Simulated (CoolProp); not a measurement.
1-butene along the isobar 1.68 MPa: density (kg/m³) from the reference equation and from simpler models built on Tc = 419.3 K, pc = 4.006 MPa, ω = 0.192; each cubic takes its own stable root.

Model: reference Helmholtz-energy equation of state, Lemmon 2005, in CoolProp. It is a short technical equation, of lower accuracy than the large ones.

```
T (K)  phase  reference
-----  -----  ---------
402.5    gas      34.95
411.2    gas      33.53
420      gas      32.26
428.7    gas      31.14
437.5    gas      30.11
446.2    gas      29.18
455      gas      28.32
463.7    gas      27.53
472.5    gas      26.79
481.2    gas      26.11
490      gas      25.46
498.7    gas      24.86
507.5    gas      24.28
516.2    gas      23.75
525      gas      23.23
```

Question: How far does each simpler model (van der Waals, Redlich-Kwong) lie from the reference over these 15 states: mean and median of the absolute difference, and the worst?

Answer: 
- van der Waals: mean 1.3 %, median 0.7 %, worst -4.2 % at 402.5 K and 1.68 MPa
- Redlich-Kwong: mean 0.4 %, median 0.3 %, worst -1.3 % at 402.5 K and 1.68 MPa
